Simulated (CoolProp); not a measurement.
Vapour-liquid equilibrium of carbon dioxide (1) + CH2F2 (R32) (2) at 11.2 bar; x and y are mole fractions of (1).

The numbers come from the multi-fluid Helmholtz-energy mixture model, Span 1996 and Tillner-Roth 1997; pair parameters Bell 2016 in CoolProp.

| x | bubble temperature, mixture model (K) | bubble temperature, Raoult's law (K) | y, mixture model | y, Raoult's law |
|---|---|---|---|---|
| 0.05 | 279.1 | 278.7 | 0.146 | 0.180 |
| 0.2 | 267.6 | 266.9 | 0.473 | 0.526 |
| 0.35 | 258.5 | 258.2 | 0.672 | 0.716 |
| 0.5 | 251.5 | 251.3 | 0.796 | 0.831 |
| 0.65 | 245.9 | 245.8 | 0.879 | 0.905 |
| 0.8 | 241.3 | 241.2 | 0.939 | 0.955 |
| 0.95 | 237.4 | 237.3 | 0.986 | 0.990 |

The largest gap from Raoult's law is +0.7 K in bubble temperature, at x = 0.2. No azeotrope shows between x = 0.05 and 0.95.

The pair parameters rest on a limited set of measurements; away from them the model extrapolates.
